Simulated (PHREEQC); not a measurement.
# Leach liquor

Solution (80 °C): 30 mmol/kgw HCl, 0.31 mmol/kgw Li2SO4 and 0.054 mmol/kgw MnSO4. Closed to the air; pH follows from the charge balance.

Equilibrium calculation in PHREEQC: ion-association model, phreeqc.dat.

This is a speciation only: nothing precipitates in the calculation.

What pH, specific conductance does the model give?

pH 1.59; specific conductance 28200 µS/cm.

In which forms is S present?

HSO4- 86 %, SO4-2 14 % of the S.

Constants without temperature data keep their 25 °C values here.
